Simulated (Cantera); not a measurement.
Charge: 1 mol HMDSO, 0.34 mol O2, 120 mol N2, 1.9 mol O3, held at 1.00 bar.

Cantera equilibrium calculation (NASA polynomials, part measured and part estimated; ideal gas, pure solids and liquids). Candidate condensed phases: C, C6H6, C7H8, C8H18, H2O, Si, SiC, SiO2, Si2N2O, Si3N4; 151 gas species. The feed counts by its element totals alone. N2 is the only nitrogen source here; it is nearly inert below about 1500 K, so the nitride shown seldom forms there in practice. Mutual solubility and eutectic melting of coexisting phases are not modelled. The tables hold silica as quartz up to 1696 K and as liquid above; real silica turns to tridymite and cristobalite and melts near 1996 K. Kinetics and transport are ignored. All values below are at 1400 K.

Base state: N2 0.888, H2 0.0670, CO 0.0447, H2O 3.95e-5, HCN 3.42e-5, CO2 1.21e-5 (mole fractions); condensed: SiO2(β-quartz) + Si2N2O(s).

### Question
What changes in the equilibrium state with this change: HMDSO replaced by SiF4?

### Answer
```json
[
 {"species": "N2", "before": "0.888", "after": "0.966"},
 {"species": "O2", "before": "<1e-9", "after": "0.0255"},
 {"species": "SiF4", "before": "0", "after": "0.00805"},
 {"species": "H2", "before": "0.0670", "after": "0"},
 {"species": "CO", "before": "0.0447", "after": "0"},
 {"species": "NO", "before": "<1e-9", "after": "0.000280"},
 {"species": "H2O", "before": "3.95e-5", "after": "0"},
 {"species": "HCN", "before": "3.42e-5", "after": "0"},
 {"species": "SiO2(β-quartz), mol", "before": "0.252", "after": "0"},
 {"species": "Si2N2O(s), mol", "before": "0.874", "after": "0"}
]
```
